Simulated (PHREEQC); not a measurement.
Dissolve 0.034 mol/kgw (CH3)4NF at 25 °C. Closed to the air; pH follows from the charge balance.

All values are PHREEQC results (ion-association model, phreeqc.dat), not measurements.

Each row changes one thing in this solution. Precipitation was switched off in this run.

```json
[
 {"case": "as made", "pH": "7.80", "HF (mol/kgw)": "6.65e-7", "HF2- (mol/kgw)": "8.67e-8"},
 {"case": "(CH3)4NF from 0.034 to 0.068 mol/kgw", "pH": "7.95", "HF (mol/kgw)": "8.91e-7", "HF2- (mol/kgw)": "2.32e-7"},
 {"case": "diluted 5-fold with water", "pH": "7.49", "HF (mol/kgw)": "3.00e-7", "HF2- (mol/kgw)": "7.84e-9"},
 {"case": "temperature from 25 to 15 °C", "pH": "?", "HF (mol/kgw)": "4.09e-7", "HF2- (mol/kgw)": "4.87e-8"},
 {"case": "0.00055 mol/kgw NH3 added", "pH": "9.95", "HF (mol/kgw)": "4.78e-9", "HF2- (mol/kgw)": "6.24e-10"},
 {"case": "0.00066 mol/kgw LiOH added", "pH": "10.74", "HF (mol/kgw)": "7.75e-10", "HF2- (mol/kgw)": "1.01e-10"},
 {"case": "(CH3)4NF from 0.034 to 0.0068 mol/kgw", "pH": "7.49", "HF (mol/kgw)": "3.00e-7", "HF2- (mol/kgw)": "7.84e-9"},
 {"case": "temperature from 25 to 50 °C", "pH": "?", "HF (mol/kgw)": "1.95e-6", "HF2- (mol/kgw)": "2.88e-7"},
 {"case": "(CH3)4NF from 0.034 to 0.0306 mol/kgw", "pH": "?", "HF (mol/kgw)": "6.34e-7", "HF2- (mol/kgw)": "7.44e-8"}
]
```

### Question
What belongs in the gaps?

### Answer

- temperature from 25 to 15 °C, pH: 7.94
- temperature from 25 to 50 °C, pH: 7.54
- (CH3)4NF from 0.034 to 0.0306 mol/kgw, pH: 7.78

(CH3)4N+ isn't in the database: it is added as a free cation with an ion size of 4 Å. Away from 25 °C the constants follow the database's enthalpies or fits; those with neither stay at their 25 °C values.
